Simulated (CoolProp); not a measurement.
The fluid at 288.83 K and 0.231 MPa is throttled through a valve to 0.0402 MPa with no heat exchange. The same conditions are run with several fluids, on thermodynamics alone (safety and materials aside).

Model: reference Helmholtz-energy equation of state of each fluid (dodecamethylcyclohexasiloxane (D6): Colonna 2008; tetradecamethylhexasiloxane (MD4M): Thol 2019; R123: Younglove 1994; the fluoroketone C6F12O (FK-5-1-12): McLinden 2015), in CoolProp.

| fluid | temperature change (K) | final phase | final density (kg/m³) |
|---|---|---|---|
| dodecamethylcyclohexasiloxane (D6) | +0.1 | liquid | ___ |
| tetradecamethylhexasiloxane (MD4M) | +0.1 | liquid | ___ |
| R123 | -11.0 | ___ | 42.8 |
| the fluoroketone C6F12O (FK-5-1-12) | +0.1 | liquid | ___ |

Some entries are withheld; supply them.


- dodecamethylcyclohexasiloxane (D6), final density (kg/m³): 978
- tetradecamethylhexasiloxane (MD4M), final density (kg/m³): 896
- R123, final phase: two-phase, vapour fraction 0.062
- the fluoroketone C6F12O (FK-5-1-12), final density (kg/m³): 1630
